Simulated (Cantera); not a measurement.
**C2H5OH + H2 (carbon deposition, reforming and gasification)**

A closed system holds: 1 mol C2H5OH, 2.9 mol H2, at 435 Torr.

Cantera equilibrium calculation (NASA polynomials, part measured and part estimated; ideal gas, pure solids and liquids). Candidate condensed phases: C, C6H6, C7H8, C8H18, H2O; 110 gas species. Rates play no part.

```csv
T (K),log p H2,log p CH4,log p H2O,log p CO,log p CO2,log p C2H6,log p C2H4,n C(graphite)
700,-0.75,-0.57,-0.92,-2.80,-2.00,-5.75,-8.63,0.0187
750,-0.59,-0.69,-0.98,-2.35,-1.95,-5.79,-8.11,0.300
800,-0.48,-0.84,-1.07,-1.96,-1.93,-5.89,-7.71,0.591
850,-0.41,-1.03,-1.20,-1.64,-1.95,-6.07,-7.41,0.817
900,-0.37,-1.24,-1.38,-1.40,-2.05,-6.28,-7.18,0.928
950,-0.34,-1.46,-1.61,-1.24,-2.25,-6.53,-7.01,0.949
1000,-0.33,-1.67,-1.88,-1.15,-2.55,-6.77,-6.88,0.941
1050,-0.32,-1.88,-2.17,-1.11,-2.89,-7.01,-6.77,0.941
1100,-0.31,-2.07,-2.45,-1.09,-3.24,-7.23,-6.68,0.949
1150,-0.31,-2.25,-2.72,-1.08,-3.57,-7.45,-6.59,0.960
```
log p: log10 of the partial pressure in bar; n: condensed amount in mol.

From 700 K to 1150 K the condensed part is C(graphite). The main C-bearing gas is CH4 at 700 K and CO at 1150 K. The share of C in condensed phases is highest at 1150 K (48.0 %) and lowest at 700 K (0.9 %).
